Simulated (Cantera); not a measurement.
Feed: 1 mol Pb, 9 mol CO, a varied amount of H₂, at 1750 K and 18.0 bar.

Equilibrium computed with Cantera from the NASA thermochemical tables; the gas is ideal and each condensed phase is pure. Candidate condensed phases: C, C₆H₆, C₇H₈, C₈H₁₈, H₂O, Pb, PbO, PbO₂, Pb₃O₄; 113 gas species. Rates play no part.

Task: What share of the Pb ends up in condensed phases as a function of n(H₂) (mol), at 7.3, 9.3, 12, 15, 20, 25, 33, 42, 54, 69, 89, 110?

Result: 
```json
[
 {"n(H₂) (mol)": "7.3", "Pb condensed (%)": "82.4", "as": "Pb(l)"},
 {"n(H₂) (mol)": "9.3", "Pb condensed (%)": "80.3", "as": "Pb(l)"},
 {"n(H₂) (mol)": "12", "Pb condensed (%)": "77.4", "as": "Pb(l)"},
 {"n(H₂) (mol)": "15", "Pb condensed (%)": "74.1", "as": "Pb(l)"},
 {"n(H₂) (mol)": "20", "Pb condensed (%)": "68.8", "as": "Pb(l)"},
 {"n(H₂) (mol)": "25", "Pb condensed (%)": "63.4", "as": "Pb(l)"},
 {"n(H₂) (mol)": "33", "Pb condensed (%)": "54.8", "as": "Pb(l)"},
 {"n(H₂) (mol)": "42", "Pb condensed (%)": "45.1", "as": "Pb(l)"},
 {"n(H₂) (mol)": "54", "Pb condensed (%)": "32.1", "as": "Pb(l)"},
 {"n(H₂) (mol)": "69", "Pb condensed (%)": "15.9", "as": "Pb(l)"},
 {"n(H₂) (mol)": "89", "Pb condensed (%)": "0.0", "as": "-"},
 {"n(H₂) (mol)": "110", "Pb condensed (%)": "0.0", "as": "-"}
]
```
